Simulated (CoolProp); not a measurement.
Properties of R227EA along the isobar 2.39 MPa.

Computed with CoolProp (reference Helmholtz-energy equation of state, Lemmon 2016).

| T (K) | phase | density (kg/m³) | cv (kJ/(kg K)) | expansivity (1/kK) | Prandtl number |
|---|---|---|---|---|---|
| 341.2 | liquid | ___ | 0.8998 | 5.411 | 3.71 |
| 352.4 | liquid | 1108 | 0.9245 | 7.703 | 3.51 |
| 363.6 | liquid | 981.0 | 0.9654 | ___ | 3.59 |
| 374.9 | gas | 211.4 | 0.9585 | 14.70 | 0.948 |
| 386.1 | gas | 185.3 | 0.9481 | 9.652 | 0.855 |
| 397.3 | gas | 168.6 | 0.9472 | 7.432 | 0.813 |
| 408.5 | gas | 156.4 | 0.9507 | 6.149 | ___ |
| 419.8 | gas | 146.6 | 0.9568 | 5.297 | 0.772 |
| 431 | gas | 138.7 | 0.9642 | 4.695 | 0.759 |
| 442.2 | gas | 131.9 | 0.9725 | ___ | 0.750 |

Question: Fill in the missing entries.

Answer: 
- 341.2, density (kg/m³): 1190
- 363.6, expansivity (1/kK): 17.01
- 408.5, Prandtl number: 0.789
- 442.2, expansivity (1/kK): 4.240

Viscosity comes from a separate model (Huber 2003), an estimate that may be off by 10 % or more. Thermal conductivity comes from a separate model (Huber 2003), an estimate that may be off by 10 % or more.
